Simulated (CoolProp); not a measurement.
Vapour-liquid equilibrium of n-hexane (1) + ethylbenzene (2) at 44.5 kPa; x and y are mole fractions of (1).

Computed with CoolProp (multi-fluid Helmholtz-energy mixture model, Thol 2019 and Zhou 2012; pair parameters Bell 2016).

```csv
x,"bubble temperature, mixture model (°C)","bubble temperature, Raoult's law (°C)","y, mixture model","y, Raoult's law"
0.05,97.1,99.7,0.330,0.275
0.15,82.3,86.9,0.641,0.585
0.25,72.8,77.5,0.776,0.743
0.35,66.2,70.2,0.848,0.834
0.45,61.2,64.3,0.892,0.890
0.55,57.3,59.4,0.922,0.927
0.65,54.0,55.3,0.945,0.953
0.75,51.0,51.8,0.964,0.971
0.85,48.4,48.7,0.979,0.985
0.95,45.9,45.9,0.993,0.996
```

The largest gap from Raoult's law is -4.7 K in bubble temperature, at x = 0.25. No azeotrope shows between x = 0.05 and 0.95.

The pair parameters rest on a limited set of measurements; away from them the model extrapolates.
